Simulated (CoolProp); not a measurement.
Computed with CoolProp (reference Helmholtz-energy equation of state, Lemmon 2006). It is a short technical equation, of lower accuracy than the large ones.

Problem. Give the vapour pressure (bar), vapour Z, surface tension (mN/m) of saturated C3F8 (R218) at -44.55 °C.

Solution. 
```tsv
T (°C)	p (bar)	vapour Z	surface tension (mN/m)
-44.55	0.703	0.958	11.4
```

Surface tension comes from a separate correlation (Mulero 2012).
